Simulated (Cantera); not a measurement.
An adiabatic, constant-volume homogeneous reactor starts with CH4 : O2 : N2 = 1 : 1.11 : 4.18 (molar parts), equivalence ratio 1.8, at 1200 K and 150000 Pa.

Detailed kinetics in Cantera: GRI-Mech 3.0 (53 species, 325 reactions).

Predict: time of steepest temperature rise; temperature at 5.00 s; equilibrium temperature; x(O2) at 5.00 s; x(H2O) at 5.00 s; x(N2O) at 5.00 s; x(H) at 5.00 s.

time of steepest temperature rise: 41.7 ms
temperature at 5.00 s: 2680 K
equilibrium temperature: 2680 K
x(O2) at 5.00 s: 6.32e-5 (gas-phase equilibrium 6.32e-5)
x(H2O) at 5.00 s: 0.145 (gas-phase equilibrium 0.145)
x(N2O) at 5.00 s: 4.32e-8 (gas-phase equilibrium 4.32e-8)
x(H) at 5.00 s: 0.00959 (gas-phase equilibrium 0.00959)
